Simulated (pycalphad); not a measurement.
Source of the numbers: pycalphad with the COST 507 light-alloy database (1999); pressure 1 atm. The database dates from 1999; later assessments differ in places, in temperatures and in the compounds included. Kinetics are ignored, which matters at the lower temperatures.

Molar enthalpy of Ti-1.92Hf-2.22B (at.%) in equilibrium (SER reference):

| T (°C) | H (kJ/mol) | phases |
|---|---|---|
| 2577 | 109.45 | LIQUID |
| 2427 | 102.56 | LIQUID |
| 2277 | 95.67 | LIQUID |
| 2127 | 88.79 | LIQUID |
| 1977 | 81.90 | LIQUID |
| 1827 | 75.02 | LIQUID |
| 1752 | 71.57 | LIQUID |
| 1677 | 68.13 | LIQUID |
| 1527 | 46.78 | BCC_A2 + BM |
| 1452 | 44.15 | BCC_A2 + BM |
| 1377 | 41.60 | BCC_A2 + BM |
| 1227 | 36.68 | BCC_A2 + BM |
| 1077 | 32.00 | BCC_A2 + BM |
| 927 | 27.49 | BCC_A2 + BM |
| 777 | 18.73 | HCP_A3 + BM |
| 627 | 13.86 | HCP_A3 + BM |
| 477 | 9.20 | HCP_A3 + BM |
| 327 | 4.75 | HCP_A3 + BM |

Cooling from 1677 °C to 1527 °C, across the freezing range, releases 21.4 kJ/mol, or 431 J/g. The slope is 46 J/(mol K) in the liquid and 35 J/(mol K) just below the solidus, where it includes any heat of precipitation. Liquidus 1618 °C, solidus 1541 °C. Changes were sought between steps of 75 K, so a narrower field can be missed.

Database names, with the compositions (at.%) that they take in these runs: BM: Ti 50 B 50. BCC_A2 is bcc; HCP_A3 is hcp.
